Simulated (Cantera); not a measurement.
Stirred combustor or abatement burner

A perfectly stirred reactor is fed with 12.8 % CH4, 18.3 % O2, 68.8 % N2, equivalence ratio 1.4, at 100000 Pa; it is adiabatic with a 698 K inlet, and is followed from long to short residence time, starting on the burning branch (τ in s: 0.3, 0.1, 0.035, 0.012, 0.004, 0.0014, 0.00046, 0.00016, 5.4e-05, 1.8e-05, 6.2e-06).

Detailed kinetics in Cantera: GRI-Mech 3.0 (53 species, 325 reactions).

```
τ (s)    T (K)     x CH4      x O2     x C2H     x CH3      x NO   x CO2    x N2O
-------  -----  --------  --------  --------  --------  --------  ------  -------
0.30      2256   8.50e-6   4.89e-5  5.92e-11   5.02e-6  0.000245  0.0425  1.02e-8
0.10      2252   1.77e-5   8.45e-5  3.03e-10   1.17e-5  0.000312  0.0425  1.42e-8
0.035     2244   3.15e-5  0.000158   1.18e-9   2.37e-5  0.000370  0.0424  2.13e-8
0.012     2232   5.45e-5  0.000312   4.22e-9   4.60e-5  0.000406  0.0424  3.32e-8
0.0040    2216  0.000103  0.000639   1.59e-8   9.30e-5  0.000414  0.0422  5.22e-8
0.0014    2197  0.000215   0.00131   6.29e-8  0.000198  0.000391  0.0417  8.02e-8
0.00046   2169  0.000558   0.00309   2.88e-7  0.000490  0.000317  0.0400  1.13e-7
0.00016   2111   0.00170   0.00832   1.03e-6   0.00129  0.000165  0.0351  8.48e-8
5.4e-5     698     0.128     0.183    <1e-12    <1e-12    <1e-12  <1e-12   <1e-12
1.8e-5     698     0.128     0.183    <1e-12    <1e-12    <1e-12  <1e-12   <1e-12
6.2e-6     698     0.128     0.183    <1e-12    <1e-12    <1e-12  <1e-12   <1e-12
```
x: mole fraction; the columns are a selection and need not sum to one.
